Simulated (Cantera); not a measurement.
A closed system holds: 1 mol Fe3O4, 5.3 mol CO, 14 mol N2, held at 650 °C and 14.0 Pa.

Method: chemical equilibrium by Gibbs-energy minimisation in Cantera with the NASA 1993 tables (ideal gas, pure condensed phases). Candidate condensed phases: C, Fe, Fe(CO)5, FeO, Fe2O3, Fe3O4; 27 gas species. The tables' stoichiometric FeO is somewhat more stable than real wüstite, so its field is too wide. FeO: taken at fixed stoichiometry. Rates play no part.

Base state: N2 0.725, CO 0.212, CO2 0.0627 (mole fractions); condensed: Fe(α) + FeO(s).

Problem. What changes in the equilibrium state with this change: temperature from 650 °C to 2075 °C?

Solution. 
```json
[
 {"species": "N2", "before": "0.725", "after": "0.557"},
 {"species": "CO", "before": "0.212", "after": "0.190"},
 {"species": "Fe", "before": "<1e-9", "after": "0.117"},
 {"species": "O", "before": "<1e-9", "after": "0.0839"},
 {"species": "O2", "before": "<1e-9", "after": "0.0231"},
 {"species": "CO2", "before": "0.0627", "after": "0.0218"},
 {"species": "NO", "before": "<1e-9", "after": "0.00482"},
 {"species": "FeO", "before": "<1e-9", "after": "0.00312"},
 {"species": "Fe(α), mol", "before": "0.210", "after": "0"},
 {"species": "FeO(s), mol", "before": "2.79", "after": "0"}
]
```
